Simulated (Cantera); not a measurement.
An isothermal, constant-pressure homogeneous reactor starts with 80.6 % NH3, 19.4 % H2, at 1975 K and 2670 Pa.

Computed with Cantera and the gas-phase N/H chemistry of the illustrative SiF4/NH3 mechanism in the Surface Chemkin manual (1991). Walls and surfaces, which speed up NH3 decomposition in real reactors, are not modelled.

x: mole fraction; the columns are a selection and need not sum to one.

```json
[
 {"t (s)": "2.00e-6", "x NH3": "0.806", "x H2": "0.194", "x N2H4": "<1e-12", "x H": "2.37e-7", "x N2": "<1e-12", "x NH2": "?", "x N": "<1e-12"},
 {"t (s)": "1.12e-5", "x NH3": "0.806", "x H2": "0.194", "x N2H4": "<1e-12", "x H": "5.85e-7", "x N2": "<1e-12", "x NH2": "?", "x N": "<1e-12"},
 {"t (s)": "6.26e-5", "x NH3": "0.806", "x H2": "0.194", "x N2H4": "5.22e-12", "x H": "1.95e-6", "x N2": "2.54e-11", "x NH2": "?", "x N": "<1e-12"},
 {"t (s)": "0.000350", "x NH3": "0.806", "x H2": "0.194", "x N2H4": "1.84e-10", "x H": "9.57e-6", "x N2": "4.97e-8", "x NH2": "?", "x N": "6.20e-10"},
 {"t (s)": "0.00196", "x NH3": "0.805", "x H2": "0.194", "x N2H4": "5.36e-9", "x H": "5.01e-5", "x N2": "2.76e-5", "x NH2": "?", "x N": "1.01e-7"},
 {"t (s)": "0.0110", "x NH3": "0.797", "x H2": "0.200", "x N2H4": "2.15e-8", "x H": "0.000105", "x N2": "0.00211", "x NH2": "0.00119", "x N": "6.42e-7"},
 {"t (s)": "0.0613", "x NH3": "0.747", "x H2": "0.236", "x N2H4": "1.95e-8", "x H": "0.000125", "x N2": "0.0159", "x NH2": "0.00114", "x N": "7.03e-7"},
 {"t (s)": "0.343", "x NH3": "0.536", "x H2": "0.389", "x N2H4": "1.22e-8", "x H": "0.000227", "x N2": "0.0746", "x NH2": "?", "x N": "8.80e-7"},
 {"t (s)": "1.92", "x NH3": "0.134", "x H2": "0.679", "x N2H4": "1.81e-9", "x H": "0.000610", "x N2": "0.186", "x NH2": "?", "x N": "1.02e-6"},
 {"t (s)": "10.7", "x NH3": "0.000165", "x H2": "0.772", "x N2H4": "<1e-12", "x H": "0.00577", "x N2": "0.223", "x NH2": "?", "x N": "7.87e-7"},
 {"t (s)": "60.0", "x NH3": "1.76e-6", "x H2": "0.770", "x N2H4": "<1e-12", "x H": "0.00740", "x N2": "0.222", "x NH2": "?", "x N": "1.79e-8"}
]
```

**Question.** Some entries are withheld; supply them.

**Answer.** 
- 2.00e-6, x NH2: 4.55e-7
- 1.12e-5, x NH2: 3.29e-6
- 6.26e-5, x NH2: 1.97e-5
- 0.000350, x NH2: 0.000111
- 0.00196, x NH2: 0.000595
- 0.343, x NH2: 0.000896
- 1.92, x NH2: 0.000345
- 10.7, x NH2: 3.55e-6
- 60.0, x NH2: 4.88e-8
